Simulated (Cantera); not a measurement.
Feed: 1 mol ZrO₂, 98 mol H₂, 0.035 mol H₂O, equilibrated at 73.0 mbar.

Equilibrium computed with Cantera from the NASA thermochemical tables; the gas is ideal and each condensed phase is pure. Candidate condensed phases: H₂O, Zr, ZrO₂; 12 gas species. Equilibrium is a limit: real reactors are often held back by kinetics, nucleation or transport.

x: gas mole fraction; n: condensed amount in mol.

```csv
T (K),x H₂,x H,x H₂O,x OH,n ZrO₂(monoclinic),n ZrO₂(tetragonal)
1373,1.000,1.23e-5,0.000357,7.86e-11,1.00,0
1423,1.000,2.46e-5,0.000357,1.91e-10,1.00,0
1473,1.000,4.68e-5,0.000357,4.35e-10,1.00,0
1523,1.000,8.55e-5,0.000357,9.41e-10,0,1.00
1573,0.999,0.000150,0.000357,1.94e-9,0,1.00
1623,0.999,0.000256,0.000357,3.82e-9,0,1.00
1673,0.999,(withheld),0.000357,(withheld),0,1.00
1723,0.999,(withheld),0.000357,(withheld),0,1.00
1773,0.999,0.00105,0.000357,2.33e-8,0,1.00
1823,0.998,0.00160,0.000357,3.98e-8,0,1.00
1873,0.997,0.00239,0.000357,6.62e-8,0,1.00
1923,0.996,0.00348,0.000356,1.07e-7,0,1.00
```

Question: Complete the blanks.

Answer: 
- 1673, x H: 0.000421
- 1673, x OH: 7.24e-9
- 1723, x H: 0.000675
- 1723, x OH: 1.32e-8
